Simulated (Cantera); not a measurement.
Input (Python, Cantera):

```python
import numpy as np
import cantera as ct

gas = ct.Solution("gri30.yaml")
gas.TPX = 1373, 750000, {'CH4': 1, 'H2O': 0.74}
reactor = ct.IdealGasConstPressureReactor(gas, energy="off", clone=False)
net = ct.ReactorNet([reactor])
net.rtol, net.atol = 1e-08, 1e-18
show = ['CH4', 'H2O', 'CH2', 'H2', 'H', 'O', 'C2H2']
times = np.geomspace(0.001, 1, 15)

steps = ct.SolutionArray(gas, extra=["t"])
rows = []
print(f"{'t/s':>10s}{'T/K':>9s}{'P/Pa':>11s}" + "".join(f"{s:>11s}" for s in show))
for t in times:
    while net.time < t:
        t_next = net.step()
        steps.append(gas.state, t=t_next)
    rows.append([np.interp(t, steps.t, y) for y in (steps.T, steps.P, *steps(*show).X.T)])
    print(f"{t:10.3e}{rows[-1][0]:9.1f}{rows[-1][1]:11.4g}" + "".join(f"{x:11.3e}" for x in rows[-1][2:]))
rate = np.gradient(steps.T, steps.t)
print("integrator steps:", len(steps.t))
if steps.T.max() > steps.T[0] + 200:
    print(f"time of steepest temperature rise: {steps.t[rate.argmax()]:.4e} s")
gas.TPX = 1373, 750000, {'CH4': 1, 'H2O': 0.74}
gas.equilibrate("TP")
print(f"equilibrium (TP): T = {gas.T:.1f} K  " + "  ".join(f"{s} {gas[s].X[0]:.3e}" for s in show))
```

Result:

```
       t/s      T/K       P/Pa        CH4        H2O        CH2         H2          H          O       C2H2
 1.000e-03   1373.0    7.5e+05  5.745e-01  4.253e-01  9.910e-12  8.721e-05  1.639e-09  9.953e-15  1.117e-08
 1.638e-03   1373.0    7.5e+05  5.744e-01  4.253e-01  1.071e-11  1.454e-04  1.762e-09  1.074e-14  3.888e-08
 2.683e-03   1373.0    7.5e+05  5.742e-01  4.253e-01  1.197e-11  2.445e-04  1.981e-09  1.197e-14  1.420e-07
 4.394e-03   1373.0    7.5e+05  5.739e-01  4.253e-01  1.389e-11  4.176e-04  2.381e-09  1.386e-14  5.525e-07
 7.197e-03   1373.0    7.5e+05  5.734e-01  4.252e-01  1.669e-11  7.302e-04  3.133e-09  1.657e-14  2.287e-06
 1.179e-02   1373.0    7.5e+05  5.725e-01  4.251e-01  2.030e-11  1.317e-03  4.562e-09  2.004e-14  9.866e-06
 1.931e-02   1373.0    7.5e+05  5.709e-01  4.249e-01  2.411e-11  2.447e-03  7.244e-09  2.361e-14  4.231e-05
 3.162e-02   1373.0    7.5e+05  5.681e-01  4.245e-01  2.689e-11  4.603e-03  1.205e-08  2.595e-14  1.688e-04
 5.179e-02   1373.0    7.5e+05  5.634e-01  4.236e-01  2.819e-11  8.537e-03  2.015e-08  2.619e-14  5.890e-04
 8.483e-02   1373.0    7.5e+05  5.554e-01  4.218e-01  2.996e-11  1.539e-02  3.342e-08  2.480e-14  1.740e-03
 1.389e-01   1373.0    7.5e+05  5.427e-01  4.188e-01  3.486e-11  2.683e-02  5.467e-08  2.254e-14  4.314e-03
 2.276e-01   1373.0    7.5e+05  5.231e-01  4.139e-01  4.359e-11  4.472e-02  8.694e-08  1.985e-14  8.820e-03
 3.728e-01   1373.0    7.5e+05  4.949e-01  4.071e-01  5.443e-11  7.004e-02  1.337e-07  1.758e-14  1.462e-02
 6.105e-01   1373.0    7.5e+05  4.575e-01  3.985e-01  6.647e-11  1.027e-01  2.053e-07  1.709e-14  2.026e-02
 1.000e+00   1373.0    7.5e+05  4.136e-01  3.887e-01  8.186e-11  1.403e-01  3.236e-07  1.987e-14  2.479e-02
integrator steps: 950
equilibrium (TP): T = 1373.0 K  CH4 8.192e-02  H2O 1.175e-03  CH2 2.460e-12  H2 6.877e-01  H 1.015e-06  O 4.215e-17  C2H2 2.560e-05
```

Detailed kinetics in Cantera: GRI-Mech 3.0 (53 species, 325 reactions). GRI-Mech 3.0 stops at C3 and has no aromatics, soot or wall deposition, so with more carbon than oxygen in the feed, carbon stays in small species such as C2H2 where larger ones or solid carbon would form.
